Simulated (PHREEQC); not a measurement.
Make-up at 25 °C: 0.028 mol Al2(SO4)3, 7.2e-05 mol K2SO4 and 9.8e-05 mol CaCl2 per kg of water. Closed to the air; pH follows from the charge balance.

Equilibrium calculation in PHREEQC: ion-association model, wateq4f.dat.

Precipitation was switched off in this run.

What pH, ionic strength does the model give?

pH 3.94; ionic strength 0.100 mol/kgw.

In which forms is Al present?

AlSO4+ 69 %, Al(SO4)2- 19 %, Al+3 11 % of the Al.

The solution is supersaturated, for example in Basaluminite, Gibbsite (slow to form), so a real one may precipitate; this is no full list. Complexes and solids missing from the database can't appear.
